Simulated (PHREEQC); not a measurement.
Model water analysis in mg/L, 25 °C, pH 8.69, pe 11: Na 4.81; K 17.8; Ca 10.6; Mg 3.34; Cl 11.9; S(6) as SO4 26.4; Alkalinity as HCO3 37; B 0.0225; Zn 2.9; N(5) as NO3 2.5.

Valence states are taken as typed.

Model: ion-association model, phreeqc.dat, run in PHREEQC.

### Question
The ionic strength comes out as 0.00210 mol/kgw. What activity coefficients do ZnOH+, OH-, Cl-, Zn(CO3)2-2, SO4-2 get?

### Answer
ZnOH+ 0.95, OH- 0.95, Cl- 0.95, Zn(CO3)2-2 0.82, SO4-2 0.82.

This is a speciation only: nothing precipitates in the calculation. Saturation is exceeded, for instance for Zn(OH)2(e); the values hold only as long as no solid forms. The database's zinc carbonate complexes are estimates, stronger than later reviews accept.
